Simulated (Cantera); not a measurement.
Input (Python, Cantera):

```python
import numpy as np
import cantera as ct

gas = ct.Solution("gri30.yaml")
gas.TPX = 1525, 380, {'C3H8': 1, 'H2': 10}
reactor = ct.IdealGasConstPressureReactor(gas, energy="off", clone=False)
net = ct.ReactorNet([reactor])
net.rtol, net.atol = 1e-08, 1e-18
show = ['C3H8', 'H2', 'CH2', 'C2H', 'C2H4', 'H', 'CH4']
times = np.geomspace(0.0003, 200, 14)

steps = ct.SolutionArray(gas, extra=["t"])
rows = []
print(f"{'t/s':>10s}{'T/K':>9s}{'P/Pa':>11s}" + "".join(f"{s:>11s}" for s in show))
for t in times:
    while net.time < t:
        t_next = net.step()
        steps.append(gas.state, t=t_next)
    rows.append([np.interp(t, steps.t, y) for y in (steps.T, steps.P, *steps(*show).X.T)])
    print(f"{t:10.3e}{rows[-1][0]:9.1f}{rows[-1][1]:11.4g}" + "".join(f"{x:11.3e}" for x in rows[-1][2:]))
rate = np.gradient(steps.T, steps.t)
print("integrator steps:", len(steps.t))
if steps.T.max() > steps.T[0] + 200:
    print(f"time of steepest temperature rise: {steps.t[rate.argmax()]:.4e} s")
gas.TPX = 1525, 380, {'C3H8': 1, 'H2': 10}
gas.equilibrate("TP")
print(f"equilibrium (TP): T = {gas.T:.1f} K  " + "  ".join(f"{s} {gas[s].X[0]:.3e}" for s in show))
```

It prints:

```
       t/s      T/K       P/Pa       C3H8         H2        CH2        C2H       C2H4          H        CH4
 3.000e-04   1525.0        380  8.177e-02  9.008e-01  1.516e-06  8.685e-12  5.787e-03  6.056e-04  3.037e-03
 8.416e-04   1525.0        380  5.276e-02  8.740e-01  8.085e-06  1.468e-09  2.893e-02  1.746e-03  2.412e-02
 2.361e-03   1525.0        380  2.712e-03  8.278e-01  1.026e-05  1.201e-07  6.164e-02  4.281e-03  7.885e-02
 6.624e-03   1525.0        380  4.551e-06  8.311e-01  2.495e-06  1.360e-07  4.369e-02  1.639e-03  8.806e-02
 1.858e-02   1525.0        380  2.625e-08  8.346e-01  5.970e-07  7.673e-08  3.010e-02  6.520e-04  8.827e-02
 5.213e-02   1525.0        380  3.976e-09  8.370e-01  1.574e-07  4.389e-08  1.918e-02  3.031e-04  8.750e-02
 1.462e-01   1525.0        380  8.663e-10  8.389e-01  5.466e-08  2.880e-08  9.831e-03  1.718e-04  8.650e-02
 4.103e-01   1525.0        380  4.801e-10  8.405e-01  3.987e-08  2.721e-08  2.659e-03  1.468e-04  8.529e-02
 1.151e+00   1525.0        380  8.851e-10  8.422e-01  6.658e-08  3.794e-08  3.480e-04  1.966e-04  8.264e-02
 3.229e+00   1525.0        380  7.996e-10  8.472e-01  7.090e-08  4.309e-08  3.014e-04  2.151e-04  7.440e-02
 9.058e+00   1525.0        380  4.193e-10  8.578e-01  6.286e-08  4.999e-08  2.151e-04  2.319e-04  5.699e-02
 2.541e+01   1525.0        380  1.024e-10  8.731e-01  4.793e-08  6.387e-08  1.251e-04  2.697e-04  3.197e-02
 7.129e+01   1525.0        380  8.408e-12  8.852e-01  2.702e-08  8.274e-08  8.555e-05  3.268e-04  1.200e-02
 2.000e+02   1525.0        380  3.780e-13  8.902e-01  1.040e-08  9.307e-08  7.975e-05  3.582e-04  3.771e-03
integrator steps: 1431
equilibrium (TP): T = 1525.0 K  C3H8 1.445e-14  H2 8.921e-01  CH2 1.970e-09  C2H 9.572e-08  C2H4 7.978e-05  H 3.650e-04  CH4 6.796e-04
```

Detailed kinetics in Cantera: GRI-Mech 3.0 (53 species, 325 reactions). GRI-Mech 3.0 was tuned for natural gas; its chemistry of propane as a main component is partial and can be far from experiment. GRI-Mech 3.0 stops at C3 and has no aromatics, soot or wall deposition, so with more carbon than oxygen in the feed, carbon stays in small species such as C2H2 where larger ones or solid carbon would form. Radical loss at walls, strong at low pressure, is not modelled.
